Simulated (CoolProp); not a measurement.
Vapour-liquid equilibrium of isobutene (1) + n-octane (2) at 325.4 K; x and y are mole fractions of (1).

Model: multi-fluid Helmholtz-energy mixture model, Lemmon 2005 and Beckmüller 2019; pair parameters Bell 2016, in CoolProp.

| x | bubble pressure (MPa) | y at the bubble point | dew pressure at overall composition x (MPa) | liquid density (mol/L) |
|---|---|---|---|---|
| 0.05 | 0.03738 | 0.806 | 0.007839 | 6.057 |
| 0.2 | 0.1241 | 0.947 | 0.009301 | 6.504 |
| 0.35 | 0.2117 | 0.973 | 0.01143 | 7.004 |
| 0.5 | 0.3034 | 0.984 | 0.01482 | 7.563 |
| 0.65 | 0.4004 | 0.991 | 0.02104 | 8.186 |
| 0.8 | 0.5020 | 0.996 | 0.03627 | 8.872 |
| 0.95 | 0.6086 | 0.999 | 0.1297 | 9.601 |

No azeotrope shows between x = 0.05 and 0.95.

Pair parameters are fitted to limited data, so mixtures are less certain than the pure fluids.
